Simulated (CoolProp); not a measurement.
Properties of carbon monoxide along the isotherm 140.4 K (Tc = 132.9 K, pc = 3.498 MPa, ω = 0.050).

Model: reference Helmholtz-energy equation of state, Lemmon 2006, in CoolProp. It is a short technical equation, of lower accuracy than the large ones.

```csv
p (MPa),phase,density (kg/m³),cp (kJ/(kg K)),speed of sound (m/s),Joule-Thomson coefficient (K/MPa),fugacity coefficient
0.109,gas,2.639,1.053,240.5,9.644,0.9912
0.219,gas,5.351,1.067,239.4,9.661,0.9823
0.328,gas,8.089,1.082,238.3,9.677,0.9736
0.437,gas,___,1.097,237.2,9.693,0.9648
0.547,gas,13.75,1.114,236.1,9.707,0.9561
0.656,gas,16.66,1.131,235.0,9.721,0.9474
0.765,gas,19.62,1.149,___,9.734,0.9387
0.875,gas,22.68,1.169,232.8,9.746,0.9301
0.984,gas,25.78,1.189,231.7,9.757,0.9215
1.09,gas,28.86,1.210,230.6,9.766,0.9131
1.2,gas,32.13,1.233,229.4,9.774,0.9045
1.31,gas,35.48,1.258,228.3,9.780,0.8959
1.42,gas,38.92,1.285,___,9.784,0.8873
1.53,gas,42.46,1.313,226.0,9.785,0.8788
1.64,gas,46.08,1.344,224.8,9.784,0.8702
1.75,gas,49.82,1.377,223.6,9.781,0.8617
```

Question: Fill in the missing entries.

Answer: 
- 0.437, density (kg/m³): 10.88
- 0.765, speed of sound (m/s): 233.9
- 1.42, speed of sound (m/s): 227.1
